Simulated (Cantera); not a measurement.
What does this Cantera script print?

```python
import numpy as np
import cantera as ct

gas_names = """
    Cu CuO Cu2 H HNO HNO2 HNO3 HO2 H2 H2O H2O2 N NH NH2 NH3 NH2OH NO NO2 NO3 N2 N2H2 N2H4 N2O O OH O2 O3
""".split()
cond_names = """
    Cu(cr) Cu(L) CuO(s) CuO2H2(s) Cu2O(s) Cu2O(L) H2O(s) H2O(L)
""".split()


# ... load() reads the species with a 1 bar reference pressure and builds the phases ...
atoms = {
    'CuO': {'Cu': 1, 'O': 1},
    'H2': {'H': 2},
    'N2': {'N': 2},
}
top_T = {'CuO(s)': 1390}  # K; cautious upper limits of use, not melting points


# ... equilibrate(T, P, feed) seeds the gas with the atoms and calls Mixture.equilibrate('TP', solver="vcs", rtol=1e-11, max_steps=5000) ...
results = []
feed = {'CuO': 1, 'H2': 140, 'N2': 3.9}  # mol
T = 1148  # K
P = 101325  # Pa
mix = equilibrate(T, P, feed)
results.append((T, P, feed, dict(zip(mix.species_names, mix.species_moles))))
print(gas.report(threshold=1e-05))
for i in range(1, mix.n_phases):
    print(f"{mix.phase(i).name:16s} {mix.phase_moles(i):12.5e} mol")
```

It prints:

```
       temperature   1148 K
          pressure   1.0132e+05 Pa
           density   0.030062 kg/m^3
  mean mol. weight   2.8319 kg/kmol
   phase of matter   gas

                          1 kg             1 kmol
                     ---------------   ---------------
          enthalpy         8.334e+06        2.3601e+07  J
   internal energy        4.9634e+06        1.4056e+07  J
           entropy             61401        1.7388e+05  J/K
    Gibbs function       -6.2155e+07       -1.7602e+08  J
 heat capacity c_p             10951             31011  J/K
 heat capacity c_v            8014.8             22697  J/K

                      mass frac. Y      mole frac. X     chem. pot. / RT
                     ---------------   ---------------   ---------------
                H2           0.68764           0.96593           -17.881
               H2O          0.044209         0.0069495           -55.604
               NH3        0.00023451        3.8994e-05           -41.235
                N2           0.26792          0.027084           -28.826
     [  +23 minor]          8.52e-08         7.264e-08

Cu(cr)            1.00000e+00 mol
CuO(s)            0.00000e+00 mol
CuO2H2(s)         0.00000e+00 mol
Cu2O(s)           0.00000e+00 mol
```

Cantera equilibrium calculation (NASA polynomials, part measured and part estimated; ideal gas, pure solids and liquids).
